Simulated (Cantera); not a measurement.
Charge: 1 mol CH₃Cl, 0.58 mol HCl, equilibrated at 873 K and 0.130 bar.

Equilibrium computed with Cantera from the NASA thermochemical tables; the gas is ideal and each condensed phase is pure. Candidate condensed phases: C, C₆H₆, C₇H₈, C₈H₁₈; 91 gas species. Equilibrium is a limit: real reactors are often held back by kinetics, nucleation or transport.

Base state: HCl 0.617, H₂ 0.374, CH₄ 0.00818 (mole fractions); condensed: C(graphite).

Task: What changes in the equilibrium state with this change: temperature from 873 K to 1250 K?

Result: 
```csv
species,before,after
HCl,0.617,0.613
H₂,0.374,0.387
CH₄,0.00818,0.000214
"C(graphite), mol",0.979,0.999
```
